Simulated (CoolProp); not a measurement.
The numbers come from the reference Helmholtz-energy equation of state, Wagner 2002 in CoolProp.

### Question
Give the vapour pressure (MPa), enthalpy of vaporisation (kJ/kg), vapour viscosity (µPa s), liquid conductivity (mW/(m K)) of saturated water at 88.45, 179.95 °C.

### Answer
```csv
T (°C),p (MPa),enthalpy of vaporisation (kJ/kg),vapour viscosity (µPa s),liquid conductivity (mW/(m K))
88.45,0.0662,2290,11.8,672
179.95,1.00,2010,15.0,671
```

Viscosity comes from a separate model (Huber 2009). Thermal conductivity comes from a separate model (Huber 2012).
